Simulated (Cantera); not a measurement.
**PbO + CH₄ + H₂ (carbothermic reduction)**

Input: 1 mol PbO, a varied amount of CH₄, 0.44 mol H₂, at 0.880 bar.

Cantera equilibrium calculation (NASA polynomials, part measured and part estimated; ideal gas, pure solids and liquids). Candidate condensed phases: C, C₆H₆, C₇H₈, C₈H₁₈, H₂O, Pb, PbO, PbO₂, Pb₃O₄; 113 gas species. Kinetics and transport are ignored.

Stable condensed phases:

```
T in K \ n(CH₄) in mol
         0.52 0.69 0.91  1.2  1.6  2.1  2.8  3.7
   1823     A    A    A    B    B    B    B    B
   1748     C    C    C    B    B    B    B    B
   1673     C    C    C    D    D    D    D    B
   1598     C    C    C    D    D    D    D    D
   1523     C    C    C    D    D    D    D    D
   1448     C    C    C    D    D    D    D    D
   1373     C    C    C    D    D    D    D    D
   1298     C    C    C    D    D    D    D    D
   1223     C    C    C    D    D    D    D    D
   1148     C    C    C    D    D    D    D    D
```

A: gas only; B: C; C: Pb; D: C + Pb.
